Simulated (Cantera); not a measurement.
Equilibrium for nitride etching: Si3N4 + H2

Charge: 1 mol Si3N4, 140 mol H2, at 8.70 Pa.

Method: chemical equilibrium by Gibbs-energy minimisation in Cantera with the NASA 1993 tables (ideal gas, pure condensed phases). Candidate condensed phases: Si, Si3N4; 18 gas species. Mutual solubility and eutectic melting of coexisting phases are not modelled. Rates play no part.

```csv
T (K),x H2,x N2,x H,x Si,x SiH,x SiH2,n Si3N4(s),n Si(s)
700,1.00,<1e-12,2.71e-12,<1e-12,<1e-12,<1e-12,1.00,0
800,1.00,6.15e-12,3.11e-10,<1e-12,<1e-12,<1e-12,1.00,0
900,1.00,1.28e-9,1.25e-8,<1e-12,<1e-12,3.71e-12,1.00,0
1000,1.00,1.88e-7,2.43e-7,2.04e-12,1.32e-12,9.37e-11,1.000,0
1100,1.000,1.11e-5,2.77e-6,2.72e-10,7.64e-11,1.32e-9,0.999,0.00232
1200,1.000,0.000328,2.12e-5,1.59e-8,2.23e-9,1.19e-8,0.977,0.0688
1300,0.994,0.00572,0.000118,4.98e-7,3.84e-8,7.60e-8,0.597,1.21
1400,0.985,0.0141,0.000518,9.46e-6,4.37e-7,3.71e-7,0,3.00
1500,0.984,0.0141,0.00187,0.000121,3.59e-6,1.47e-6,0,2.98
1600,0.979,0.0140,0.00577,0.00112,2.25e-5,4.90e-6,0,2.83
```
x: gas mole fraction; n: condensed amount in mol.

From 700 K to 1000 K the condensed part is Si3N4(s). From 1100 K to 1300 K the condensed part is Si(s) + Si3N4(s). From 1400 K to 1600 K the condensed part is Si(s).
